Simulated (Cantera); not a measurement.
A freely propagating, adiabatic, planar premixed flame of CH₄ : O₂ : N₂ : H₂O = 1 : 1.82 : 6.84 : 0.33 (molar parts), unburnt at 700 K and 1.48 atm; mixture-averaged transport, grid criteria slope 0.08 and curve 0.16, no radiation.

Computed with Cantera and GRI-Mech 3.0 (53 species, 325 reactions). Burning velocities carry a grid error of a few per cent, more on coarse grids.

### Question
How do the results move with these cheaper or finer settings: unity-Lewis-number transport; multicomponent transport; multicomponent+Soret transport; grid criteria slope 0.5, curve 1; grid criteria slope 0.25, curve 0.5; grid criteria slope 0.03, curve 0.06?

### Answer
```json
[
 {"setting": "as above", "laminar burning velocity": "145 cm/s", "thermal thickness": "0.235 mm", "peak x(H)": "0.00908", "peak x(H₂)": "0.0300", "grid points": "150"},
 {"setting": "unity-Lewis-number transport", "laminar burning velocity": "99.8 cm/s", "thermal thickness": "0.279 mm", "peak x(H)": "0.0105", "peak x(H₂)": "0.0291", "grid points": "133"},
 {"setting": "multicomponent transport", "laminar burning velocity": "145 cm/s", "thermal thickness": "0.239 mm", "peak x(H)": "0.00912", "peak x(H₂)": "0.0302", "grid points": "150"},
 {"setting": "multicomponent+Soret transport", "laminar burning velocity": "144 cm/s", "thermal thickness": "0.238 mm", "peak x(H)": "0.00908", "peak x(H₂)": "0.0289", "grid points": "150"},
 {"setting": "grid criteria slope 0.5, curve 1", "laminar burning velocity": "158 cm/s", "thermal thickness": "0.264 mm", "peak x(H)": "0.00940", "peak x(H₂)": "0.0303", "grid points": "43"},
 {"setting": "grid criteria slope 0.25, curve 0.5", "laminar burning velocity": "150 cm/s", "thermal thickness": "0.245 mm", "peak x(H)": "0.00929", "peak x(H₂)": "0.0303", "grid points": "62"},
 {"setting": "grid criteria slope 0.03, curve 0.06", "laminar burning velocity": "143 cm/s", "thermal thickness": "0.233 mm", "peak x(H)": "0.00897", "peak x(H₂)": "0.0298", "grid points": "327"}
]
```
The base run took roughly 5 core-seconds.
Unity Lewis numbers drop preferential diffusion, which matters most where H2 and H carry the flame; Soret adds thermal diffusion.
